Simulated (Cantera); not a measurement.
A freely propagating, adiabatic, planar premixed flame of CH₄ : O₂ : N₂ = 1 : 1.54 : 5.78 (molar parts), unburnt at 375 K and 0.520 bar; unity-Lewis-number transport, grid criteria slope 0.08 and curve 0.16, no radiation.

Computed with Cantera and GRI-Mech 3.0 (53 species, 325 reactions). Unity Lewis numbers drop preferential diffusion, which matters most where H2 and H carry the flame. Burning velocities carry a grid error of a few per cent, more on coarse grids.

Task: Predict: laminar burning velocity; thermal thickness; peak x(HCN); peak x(H); peak x(CH₂CO).

Result: 
- laminar burning velocity = 29.6 cm/s
- thermal thickness = 1.15 mm
- peak x(HCN) = 2.71e-5
- peak x(H) = 0.0119
- peak x(CH₂CO) = 0.000129
